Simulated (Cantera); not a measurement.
# CaCO3 + H2O + O2 (calcination and drying)

Charge: 1 mol CaCO3, 1.2 mol H2O, a varied amount of O2, equilibrated at 673 K and 12.0 Pa.

Cantera equilibrium calculation (NASA polynomials, part measured and part estimated; ideal gas, pure solids and liquids). Candidate condensed phases: C, C6H6, C7H8, C8H18, Ca, CaCO3, CaO, Ca(OH)2, H2O; 115 gas species. Rates play no part.

```json
[
 {"n(O2) (mol)": "0.02", "x H2O": "0.965", "x O2": "0.0161", "x CO2": "0.0187", "n CaCO3(calcite)": "0.977", "n CaO(s)": "0.0233"},
 {"n(O2) (mol)": "0.036", "x H2O": "0.953", "x O2": "0.0286", "x CO2": "0.0187", "n CaCO3(calcite)": "0.976", "n CaO(s)": "0.0236"},
 {"n(O2) (mol)": "0.065", "x H2O": "0.931", "x O2": "0.0504", "x CO2": "0.0187", "n CaCO3(calcite)": "0.976", "n CaO(s)": "0.0241"},
 {"n(O2) (mol)": "0.12", "x H2O": "0.892", "x O2": "0.0892", "x CO2": "0.0187", "n CaCO3(calcite)": "0.975", "n CaO(s)": "0.0252"},
 {"n(O2) (mol)": "0.21", "x H2O": "0.835", "x O2": "0.146", "x CO2": "0.0187", "n CaCO3(calcite)": "0.973", "n CaO(s)": "0.0269"},
 {"n(O2) (mol)": "0.37", "x H2O": "0.750", "x O2": "0.231", "x CO2": "0.0187", "n CaCO3(calcite)": "0.970", "n CaO(s)": "0.0299"},
 {"n(O2) (mol)": "0.67", "x H2O": "0.630", "x O2": "0.352", "x CO2": "0.0187", "n CaCO3(calcite)": "0.964", "n CaO(s)": "0.0357"},
 {"n(O2) (mol)": "1.2", "x H2O": "0.491", "x O2": "0.491", "x CO2": "0.0187", "n CaCO3(calcite)": "0.954", "n CaO(s)": "0.0458"},
 {"n(O2) (mol)": "2.2", "x H2O": "0.346", "x O2": "0.635", "x CO2": "0.0187", "n CaCO3(calcite)": "0.935", "n CaO(s)": "0.0648"},
 {"n(O2) (mol)": "3.9", "x H2O": "0.231", "x O2": "0.750", "x CO2": "0.0187", "n CaCO3(calcite)": "0.903", "n CaO(s)": "0.0973"},
 {"n(O2) (mol)": "7", "x H2O": "0.144", "x O2": "0.838", "x CO2": "0.0187", "n CaCO3(calcite)": "0.844", "n CaO(s)": "0.156"}
]
```
x: gas mole fraction; n: condensed amount in mol.

From 0.02 mol O2 to 7 mol O2 the condensed part is CaCO3(calcite) + CaO(s).
